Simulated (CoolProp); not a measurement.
Properties of R125 along the isotherm 294.8 K.

Model: reference Helmholtz-energy equation of state, Lemmon 2005, in CoolProp.

| p (MPa) | phase | speed of sound (m/s) | isothermal compressibility (1/MPa) | expansivity (1/kK) | conductivity (mW/(m K)) | fugacity coefficient |
|---|---|---|---|---|---|---|
| 2.41 | liquid | 364.0 | 0.01004 | 4.651 | 62.1 | 0.4412 |
| 4.82 | liquid | 400.1 | 0.007872 | 3.973 | 64.6 | 0.2427 |
| 7.24 | liquid | 430.8 | 0.006523 | 3.528 | 66.7 | 0.1775 |
| 9.65 | liquid | 457.6 | 0.005603 | 3.210 | 68.7 | 0.1460 |
| 12.1 | liquid | 482.0 | 0.004919 | 2.964 | 70.5 | 0.1277 |
| 14.5 | liquid | 503.6 | 0.004406 | 2.772 | 72.2 | 0.1165 |
| 16.9 | liquid | 523.5 | 0.003998 | 2.614 | 73.8 | 0.1092 |
| 19.3 | liquid | 542.0 | 0.003666 | 2.481 | 75.3 | 0.1044 |
| 21.7 | liquid | 559.2 | 0.003389 | 2.368 | 76.7 | 0.1013 |
| 24.1 | liquid | 575.4 | 0.003155 | 2.269 | 78.1 | 0.09937 |
| 26.5 | liquid | 590.7 | 0.002954 | 2.182 | 79.5 | 0.09843 |
| 28.9 | liquid | 605.1 | 0.002780 | 2.104 | 80.8 | 0.09825 |
| 31.4 | liquid | 619.4 | 0.002621 | 2.032 | 82.1 | 0.09872 |
| 33.8 | liquid | 632.5 | 0.002486 | 1.969 | 83.3 | 0.09972 |
| 36.2 | liquid | 645.1 | 0.002366 | 1.913 | 84.5 | 0.1012 |

Thermal conductivity comes from a separate model (Perkins 2006).
